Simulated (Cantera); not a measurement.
A closed system holds: 1 mol SiHCl3, 12 mol H2, at 1375 K and 79000 Pa.

Cantera equilibrium calculation (NASA polynomials, part measured and part estimated; ideal gas, pure solids and liquids). Candidate condensed phases: Si; 19 gas species. The tables' values for SiCl3 are old estimates; treat these amounts as uncertain. Kinetics and transport are ignored.

Base state: H2 0.876, HCl 0.0730, SiCl2 0.0175, SiCl4 0.0140, SiHCl3 0.0107, SiCl3 0.00731, SiH2Cl2 0.00121, SiH3Cl 3.94e-5 (mole fractions); condensed: Si(s).

Question: What changes in the equilibrium state with this change: H2 from 12 to 5.8 mol?

Answer: 
```json
[
 {"species": "H2", "before": "0.876", "after": "0.806"},
 {"species": "HCl", "before": "0.0730", "after": "0.0896"},
 {"species": "SiCl4", "before": "0.0140", "after": "0.0375"},
 {"species": "SiCl3", "before": "0.00731", "after": "0.0153"},
 {"species": "SiHCl3", "before": "0.0107", "after": "0.0215"},
 {"species": "SiCl2", "before": "0.0175", "after": "0.0287"},
 {"species": "SiH2Cl2", "before": "0.00121", "after": "0.00183"},
 {"species": "SiH3Cl", "before": "3.94e-5", "after": "4.44e-5"},
 {"species": "Si(s), mol", "before": "0.309", "after": "0.235"}
]
```
